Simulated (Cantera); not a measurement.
Feed: 1 mol Si₃N₄, 0.034 mol O₂, 700 mol H₂, held at 5700 Pa.

These are equilibrium values from Cantera (NASA tables, ideal gas, pure condensed phases), not measurements of a reactor. Candidate condensed phases: H₂O, Si, SiO₂, Si₂N₂O, Si₃N₄; 35 gas species. Gases not in the tables: Si₂H₆ and higher silanes. Rates play no part.

Question: At 1927 °C, list the 7 most abundant gas species with their mole fractions, and the condensed phases.

Answer: H₂ 0.970, H 0.0232, Si 0.00350, N₂ 0.00280, SiH 0.000365, SiH₂ 0.000157, SiO 9.54e-5. Condensed: gas only.
